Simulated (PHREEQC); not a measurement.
A solution holds 0.14 mol/kgw TMAH and 0.13 mol/kgw CuSO4, at 25 °C. Closed to the air; pH follows from the charge balance.

Computed with PHREEQC (ion-association model, wateq4f.dat).

```json
[
 {"quantity": "pH", "before": "7.60", "after": "6.29"},
 {"quantity": "ionic strength (mol/kgw)", "before": "0.440", "after": "0.692"}
]
```

Task: Name the change that produced these shifts.
(A) CuSO4 from 0.13 to 0.26 mol/kgw
(B) CuSO4 replaced by (NH4)2SO4 at the same molality
(C) CuSO4 left out

Result: A, CuSO4 from 0.13 to 0.26 mol/kgw

Precipitation was switched off in this run. Some of these states are supersaturated (in Brochantite, Antlerite, for instance). (CH3)4N+ isn't in the database: it is added as a free cation with an ion size of 4 Å. The database's constant for dissolved Cu(OH)2 is higher than later reviews accept.
